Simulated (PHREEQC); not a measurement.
0.015 g of hydrous ferric oxide (600 m²/g; 0.2 weak and 0.005 strong sites per Fe, Dzombak-Morel constants, diffuse double layer) in 1 kg of water with 0.001 mol/kgw of an inert sodium salt and 0.00039 mmol/kgw CaCl2, 0.00012 mmol/kgw H3BO3 and 8.6e-05 mmol/kgw PbCl2, at 25 °C; the pH is set by adding NaOH or the inert anion's acid. O2 is buffered at 0.21 atm. No CO2 enters from the air. No solid was allowed to form.

The numbers come from PHREEQC with the ion-association model, wateq4f.dat.

```
pH   Ca sorbed (%)  B sorbed (%)  Pb sorbed (%)  surface charge σ (C/m²)
---  -------------  ------------  -------------  -----------------------
4              0.0           0.0            5.4                    0.117
5              0.0           0.0           75.3                    0.050
5.5            0.0           0.0           96.1                    0.031
6              0.0           0.0           99.5                    0.019
7              0.0           0.0          100.0                    0.006
8              2.9           0.0          100.0                    0.000
8.5           20.4           0.0          100.0                   -0.002
9             64.3           0.0          100.0                   -0.004
10            99.1           0.0          100.0                   -0.015
```

Complexes and solids missing from the database can't appear.
